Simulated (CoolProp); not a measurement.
Vapour-liquid equilibrium of R143a (1) + dimethyl ether (2) at 272.9 K; x and y are mole fractions of (1).

Values from CoolProp's multi-fluid Helmholtz-energy mixture model, Lemmon and Jacobsen 2000 and Wu 2011; pair parameters Bell 2016.

```
x      bubble pressure (kPa)  y at the bubble point  dew pressure at overall composition x (kPa)  liquid density (mol/L)
-----  ---------------------  ---------------------  -------------------------------------------  ----------------------
0.05                   285.5                  0.115                                        273.2                   15.04
0.125                      …                  0.255                                        287.6                   14.80
0.2                    345.1                  0.368                                        303.4                   14.56
0.275                  373.0                  0.462                                        320.9                       …
0.35                   400.0                  0.543                                        340.2                   14.09
0.425                  426.2                      …                                        361.5                       …
0.5                    451.7                  0.677                                        385.2                   13.63
0.575                  476.7                  0.734                                        411.5                   13.41
0.65                   501.3                  0.787                                            …                   13.19
0.725                      …                  0.836                                        472.5                   12.97
0.8                        …                  0.883                                        507.6                   12.76
0.875                  574.2                  0.928                                        545.6                       …
0.95                   598.6                  0.972                                        586.4                   12.34
```

Problem. What belongs in the gaps?

Solution. 
- 0.125, bubble pressure (kPa): 316.0
- 0.275, liquid density (mol/L): 14.32
- 0.425, y at the bubble point: 0.614
- 0.425, liquid density (mol/L): 13.86
- 0.65, dew pressure at overall composition x (kPa): 440.5
- 0.725, bubble pressure (kPa): 525.7
- 0.8, bubble pressure (kPa): 550.0
- 0.875, liquid density (mol/L): 12.55

No azeotrope shows between x = 0.05 and 0.95.

Pair parameters are fitted to limited data, so mixtures are less certain than the pure fluids.
